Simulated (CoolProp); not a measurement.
The fluoroketone C6F12O (FK-5-1-12) along the isobar 0.101 MPa: Z from the reference equation and from simpler models built on Tc = 441.8 K, pc = 1.869 MPa, ω = 0.471; each cubic takes its own stable root.

The numbers come from the reference Helmholtz-energy equation of state, McLinden 2015 in CoolProp.

```
T (K)   phase  reference
-----  ------  ---------
256.2  liquid   0.008697
277.3  liquid   0.008321
298.4  liquid   0.008032
319.6  liquid   0.007823
340.7     gas     0.9486
361.8     gas     0.9594
382.9     gas     0.9673
404       gas     0.9733
425.1     gas     0.9780
446.2     gas     0.9816
467.4     gas     0.9846
488.5     gas     0.9869
```

How far does each simpler model (Soave-Redlich-Kwong, Peng-Robinson) lie from the reference over these 12 states: mean and median of the absolute difference, and the worst?


- Soave-Redlich-Kwong: mean 3.3 %, median 0.2 %, worst +10.0 % at 256.2 K and 0.101 MPa
- Peng-Robinson: mean 1.0 %, median 0.2 %, worst -3.1 % at 298.4 K and 0.101 MPa
